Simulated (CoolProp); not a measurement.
Properties of carbon dioxide along the isotherm 49.45 °C (Tc = 31.0 °C, pc = 7.377 MPa, ω = 0.224).

Values from CoolProp's reference Helmholtz-energy equation of state, Span 1996.

```tsv
p (MPa)	phase	Z	Joule-Thomson coefficient (K/MPa)	isothermal compressibility (1/MPa)	conductivity (mW/(m K))	Prandtl number
1.38	gas	0.9455	8.976	0.7679	19.3	0.800
2.77	gas	0.8864	8.960	0.4110	…	0.860
4.15	gas	0.8224	8.890	…	22.0	…
5.53	gas	0.7511	8.722	0.2540	24.3	1.06
6.92	gas	0.6686	8.367	0.2408	…	1.26
8.3	supercritical	0.5701	7.637	0.2604	35.8	1.67
9.68	supercritical	…	…	0.3165	50.9	2.76
11.1	supercritical	0.3477	3.673	0.1853	64.1	…
```

Problem. What belongs in the gaps?

Solution. 
- 2.77, conductivity (mW/(m K)): 20.4
- 4.15, isothermal compressibility (1/MPa): 0.3003
- 4.15, Prandtl number: 0.941
- 6.92, conductivity (mW/(m K)): 28.3
- 9.68, Z: 0.4468
- 9.68, Joule-Thomson coefficient (K/MPa): 6.057
- 11.1, Prandtl number: 3.49

Viscosity comes from a separate model (Laesecke 2017). Thermal conductivity comes from a separate model (Huber 2016).
